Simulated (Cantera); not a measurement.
An isothermal, constant-pressure homogeneous reactor starts with NO : N2 = 1 : 0.37 (molar parts), at 1648 K and 100000 Pa. Integrator tolerance rtol = 1e-08.

Model: GRI-Mech 3.0 (53 species, 325 reactions), integrated in Cantera.

### Question
What does this change do: NO 1 to 0.15 parts?

### Answer
| quantity | before | after |
|---|---|---|
| x(NO) at 70.0 s | 0.0974 (gas-phase equilibrium 0.00280) | 0.0828 (gas-phase equilibrium 0.00204) |
| x(O2) at 70.0 s | 0.316 (gas-phase equilibrium 0.364) | 0.103 (gas-phase equilibrium 0.143) |
| x(N2O) at 70.0 s | 3.55e-6 (gas-phase equilibrium 1.48e-7) | 2.64e-6 (gas-phase equilibrium 1.26e-7) |
| x(NO2) at 70.0 s | 0.000424 (gas-phase equilibrium 1.31e-5) | 0.000206 (gas-phase equilibrium 5.98e-6) |
| x(O) at 70.0 s | 1.44e-5 (gas-phase equilibrium 1.54e-5) | 8.20e-6 (gas-phase equilibrium 9.64e-6) |

### Question
What does this change do: pressure from 100000 Pa to 1330 Pa?

### Answer
| quantity | before | after |
|---|---|---|
| x(NO) at 70.0 s | 0.0974 (gas-phase equilibrium 0.00280) | 0.674 (gas-phase equilibrium 0.00280) |
| x(O2) at 70.0 s | 0.316 (gas-phase equilibrium 0.364) | 0.0277 (gas-phase equilibrium 0.363) |
| x(N2O) at 70.0 s | 3.55e-6 (gas-phase equilibrium 1.48e-7) | 0.000140 (gas-phase equilibrium 1.71e-8) |
| x(NO2) at 70.0 s | 0.000424 (gas-phase equilibrium 1.31e-5) | 9.18e-5 (gas-phase equilibrium 1.51e-6) |
| x(O) at 70.0 s | 1.44e-5 (gas-phase equilibrium 1.54e-5) | 4.72e-5 (gas-phase equilibrium 0.000133) |
Radical loss at walls, strong at low pressure, is not modelled.
